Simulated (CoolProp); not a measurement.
Saturation properties of vinyl chloride (Tc = 425.0 K, pc = 56.00 bar, ω = 0.160).

Values from CoolProp's reference Helmholtz-energy equation of state, Thol 2022.

```tsv
T (K)	p (bar)	vapour density (kg/m³)
237.9	0.3841	1.231
241.5	0.4588	1.452
245.1	0.5446	1.702
248.7	0.6428	1.985
252.3	0.7545	2.302
255.9	0.8809	___
259.5	___	___
263.1	1.183	3.494
266.7	1.362	3.982
270.3	1.561	4.519
273.9	___	5.111
277.5	2.025	5.759
281.2	2.301	6.490
284.8	2.597	7.266
```

**Question.** What belongs in the gaps?

**Answer.** 
- 255.9, vapour density (kg/m³): 2.658
- 259.5, p (bar): 1.023
- 259.5, vapour density (kg/m³): 3.054
- 273.9, p (bar): 1.781

It boils at 259.3 K under 1 atm.
